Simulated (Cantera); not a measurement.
Input: 1 mol SiC, 0.54 mol N2O, 170 mol N2, at 1925 K and 578 Torr.

These are equilibrium values from Cantera (NASA tables, ideal gas, pure condensed phases), not measurements of a reactor. Candidate condensed phases: C, Si, SiC, SiO2, Si2N2O, Si3N4; 34 gas species. Mutual solubility and eutectic melting of coexisting phases are not modelled. Rates play no part.

Base state: N2 0.997, CO 0.00275, SiO 0.000414 (mole fractions); condensed: SiC(s) + Si3N4(s).

### Question
What changes in the equilibrium state with this change: temperature from 1925 K to 1775 K?

### Answer
| species | before | after |
|---|---|---|
| N2 | 0.997 | 0.997 |
| CO | 0.00275 | 0.00311 |
| SiO | 0.000414 | 5.20e-5 |
| SiC(s), mol | 0.531 | 0.469 |
| Si3N4(s), mol | 0.133 | 0.174 |

### Question
What changes in the equilibrium state with this change: temperature from 1925 K to 900 K?

### Answer
```json
[
 {"species": "N2", "before": "0.997", "after": "1.000"},
 {"species": "CO", "before": "0.00275", "after": "4.17e-5"},
 {"species": "SiO", "before": "0.000414", "after": "<1e-9"},
 {"species": "SiC(s), mol", "before": "0.531", "after": "0"},
 {"species": "Si3N4(s), mol", "before": "0.133", "after": "0"},
 {"species": "C(graphite), mol", "before": "0", "after": "0.993"},
 {"species": "SiO2(β-quartz), mol", "before": "0", "after": "0.0219"},
 {"species": "Si2N2O(s), mol", "before": "0", "after": "0.489"}
]
```
